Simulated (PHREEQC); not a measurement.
0.027 g of hydrous ferric oxide (600 m²/g; 0.2 weak and 0.005 strong sites per Fe, Dzombak-Morel constants, diffuse double layer) in 1 kg of water with 0.3 mol/kgw of an inert sodium salt and 4.2e-07 mol PbCl2, at 25 °C; the pH is set by adding NaOH or the inert anion's acid. O2 is buffered at 0.21 atm. No CO2 enters from the air. Nothing may precipitate in this run.

Base run: PHREEQC, ion-association model, wateq4f.dat. Each further column changes one thing. The table gives surface charge σ (C/m²).

| pH | base | background salt from 0.3 to 0.03 mol/kgw | oxide from 0.027 to 0.14 g/kgw | 1.3e-05 mol/kgw Ag2SO4 added |
|---|---|---|---|---|
| 3 | 0.368 | 0.350 | 0.368 | 0.328 |
| 3.5 | 0.363 | 0.319 | 0.363 | 0.324 |
| 4 | 0.349 | ___ | 0.349 | 0.314 |
| 5 | 0.269 | 0.158 | 0.269 | 0.254 |
| 5.5 | 0.211 | 0.111 | 0.210 | 0.204 |
| 6 | 0.155 | 0.075 | 0.154 | 0.152 |
| 6.5 | 0.106 | 0.048 | 0.106 | 0.105 |
| 7 | 0.067 | 0.028 | 0.066 | 0.067 |
| 8 | 0.007 | ___ | 0.006 | 0.007 |
| 8.5 | -0.021 | -0.008 | -0.021 | ___ |
| 9 | -0.050 | -0.021 | -0.051 | ___ |

**Question.** Some entries are withheld; supply them.

**Answer.** 
- 4, background salt from 0.3 to 0.03 mol/kgw: 0.270
- 8, background salt from 0.3 to 0.03 mol/kgw: 0.003
- 8.5, 1.3e-05 mol/kgw Ag2SO4 added: -0.020
- 9, 1.3e-05 mol/kgw Ag2SO4 added: -0.049

The oxide is taken as insoluble; below pH 4 it would dissolve.
